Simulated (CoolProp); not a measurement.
A simple Rankine cycle with R1224YDZ: condensing at 308.15 K, boiler at 2.6 MPa, turbine inlet 472.1 K, turbine efficiency 0.65, pump efficiency 0.6, no recuperator. Each further row changes one setting.

The numbers come from the reference Helmholtz-energy equation of state, Akasaka 2023 in CoolProp.

| case | thermal efficiency (%) | net work (kJ/kg) | heat in (kJ/kg) | turbine exit temperature (K) | volume ratio over the turbine |
|---|---|---|---|---|---|
| as stated | ___ | 32.8 | 288 | 415.4 | 13.7 |
| condensing temperature 300.15 K | 12.3 | ___ | ___ | 411.0 | 17.9 |
| boiler pressure 1.82 MPa | 10.2 | ___ | 297 | ___ | ___ |
| turbine efficiency 0.55 | 9.5 | 27.3 | 288 | 421.2 | ___ |

**Question.** What belongs in the gaps?

**Answer.** 
- as stated, thermal efficiency (%): 11.4
- condensing temperature 300.15 K, net work (kJ/kg): 36.6
- condensing temperature 300.15 K, heat in (kJ/kg): 298
- boiler pressure 1.82 MPa, net work (kJ/kg): 30.2
- boiler pressure 1.82 MPa, turbine exit temperature (K): 426.9
- boiler pressure 1.82 MPa, volume ratio over the turbine: 9.07
- turbine efficiency 0.55, volume ratio over the turbine: 13.9
